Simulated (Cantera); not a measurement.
Input: 1 mol Si2H6, 1.8 mol N2O, at 1223 K and 7.50 Torr.

Equilibrium computed with Cantera from the NASA thermochemical tables; the gas is ideal and each condensed phase is pure. Candidate condensed phases: H2O, Si, SiO2, Si2N2O, Si3N4; 35 gas species. The feed counts by its element totals alone. Mutual solubility and eutectic melting of coexisting phases are not modelled. The tables hold silica as quartz up to 1696 K and as liquid above; real silica turns to tridymite and cristobalite and melts near 1996 K. Rates play no part.

Base state: H2 0.738, N2 0.262, H2O 3.77e-5 (mole fractions); condensed: SiO2(β-quartz) + Si2N2O(s).

### Question
What changes in the equilibrium state with this change: Si2H6 replaced by SiF4?

### Answer
| species | before | after |
|---|---|---|
| N2 | 0.262 | 0.486 |
| SiF4 | 0 | 0.270 |
| O2 | <1e-9 | 0.243 |
| H2 | 0.738 | 0 |
| NO | <1e-9 | 0.000196 |
| H2O | 3.77e-5 | 0 |
| SiO2(β-quartz), mol | 0.533 | 0 |
| Si2N2O(s), mol | 0.733 | 0 |

### Question
What changes in the equilibrium state with this change: N2O from 1.8 to 0.22 mol?

### Answer
| species | before | after |
|---|---|---|
| H2 | 0.738 | 1.000 |
| N2 | 0.262 | 3.51e-7 |
| H2O | 3.77e-5 | <1e-9 |
| SiO2(β-quartz), mol | 0.533 | 0 |
| Si2N2O(s), mol | 0.733 | 0.220 |
| Si(s), mol | 0 | 1.56 |
